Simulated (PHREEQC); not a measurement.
Make-up at 45 °C: 0.18 mol KH2PO4 and 0.0029 mol K2HPO4 per kg of water. Closed to the air; pH follows from the charge balance.

Computed with PHREEQC (ion-association model, phreeqc.dat).

| Item | Result |
|---|---|
| pH | 4.96 |
| ionic strength | 0.188 mol/kgw |
| activity of water | 0.994 |
| specific conductance | 23000 µS/cm |
| density | 1.007 g/cm³ |
| total alkalinity | 2.90 meq/kg |

| species | molality | activity | log γ |
|---|---|---|---|
| K+ | 0.185 | 0.131 | -0.150 |
| H2PO4- | 0.179 | 0.133 | -0.129 |
| HPO4-2 | 0.00288 | 0.000842 | -0.534 |
| KHPO4- | 0.000290 | 0.000216 | -0.129 |
| H3PO4 | 0.000257 | 0.000268 | 0.019 |
| H+ | 1.38e-5 | 1.09e-5 | -0.100 |
| OH- | 5.22e-9 | 3.67e-9 | -0.153 |
| PO4-3 | 1.04e-9 | 5.05e-11 | -1.312 |

This is a speciation only: nothing precipitates in the calculation. Away from 25 °C the constants follow the database's enthalpies or fits; those with neither stay at their 25 °C values.
